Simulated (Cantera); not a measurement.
Charge: 1 mol BN, 2.6 mol NF3, 6.8 mol N2, equilibrated at 13.3 mbar.

Cantera equilibrium calculation (NASA polynomials, part measured and part estimated; ideal gas, pure solids and liquids). Candidate condensed phases: B, BN; 13 gas species. Equilibrium is a limit: real reactors are often held back by kinetics, nucleation or transport. All values below are at 1148 K.

Base state: N2 0.604, F 0.316, BF3 0.0702, F2 0.0106 (mole fractions); condensed: gas only.

Q: What changes in the equilibrium state with this change: pressure from 13.3 mbar to 1.00 bar?

A: 
```csv
species,before,after
N2,0.604,0.673
F,0.316,0.124
F2,0.0106,0.123
BF3,0.0702,0.0783
NF3,6.33e-7,0.00197
```
